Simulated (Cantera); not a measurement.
Input: 1 mol MgSO₄, 1.6 mol H₂, at 13300 Pa.

Equilibrium computed with Cantera from the NASA thermochemical tables; the gas is ideal and each condensed phase is pure. Candidate condensed phases: H₂O, H₂SO₄, Mg, MgO, Mg(OH)₂, MgS, MgSO₄, S; 26 gas species. Gases not in the tables: S₃ to S₇. Equilibrium is a limit: real reactors are often held back by kinetics, nucleation or transport.

Question: Which condensed phases are stable at each of these points (T (K)): 723, 773, 823, 873, 923, 973, 1023, 1073, 1123, 1173, 1223, 1273, 1323, 1373?

Answer: 
```tsv
T (K)	condensed phases	Mg condensed (%)
723	MgO(s) + MgSO₄(s)	100.0
773	MgO(s)	100.0
823	MgO(s)	100.0
873	MgO(s)	100.0
923	MgO(s)	100.0
973	MgO(s)	100.0
1023	MgO(s)	100.0
1073	MgO(s)	100.0
1123	MgO(s)	100.0
1173	MgO(s)	100.0
1223	MgO(s)	100.0
1273	MgO(s)	100.0
1323	MgO(s)	100.0
1373	MgO(s)	100.0
```

At 723 K the condensed part is MgO(s) + MgSO₄(s). From 773 K to 1373 K the condensed part is MgO(s).
